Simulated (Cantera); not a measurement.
A perfectly stirred reactor is fed with 30.3 % NH₃, 69.7 % H₂, at 1.30 bar; it is held at 2275 K, and followed from long to short residence time.

Cantera simulation using the gas-phase N/H chemistry of the illustrative SiF4/NH3 mechanism in the Surface Chemkin manual (1991); the numbers are that mechanism's predictions, not measurements. Walls and surfaces, which speed up NH3 decomposition in real reactors, are not modelled.

Predict: x(NH₃) at τ = 12.0 s; x(H₂) at τ = 12.0 s; x(NH) at τ = 12.0 s; x(NH₂) at τ = 12.0 s; x(H) at τ = 12.0 s; x(NH₃) at τ = 47.0 ms; x(H₂) at τ = 47.0 ms; x(NH) at τ = 47.0 ms; x(NH₂) at τ = 47.0 ms; x(H) at τ = 47.0 ms.


* **x(NH₃) at τ = 12.0 s**: 0.000379
* **x(H₂) at τ = 12.0 s**: 0.877
* **x(NH) at τ = 12.0 s**: 1.72e-6
* **x(NH₂) at τ = 12.0 s**: 9.52e-6
* **x(H) at τ = 12.0 s**: 0.00700
* **x(NH₃) at τ = 47.0 ms**: 0.0126
* **x(H₂) at τ = 47.0 ms**: 0.872
* **x(NH) at τ = 47.0 ms**: 2.29e-5
* **x(NH₂) at τ = 47.0 ms**: 0.000201
* **x(H) at τ = 47.0 ms**: 0.00443
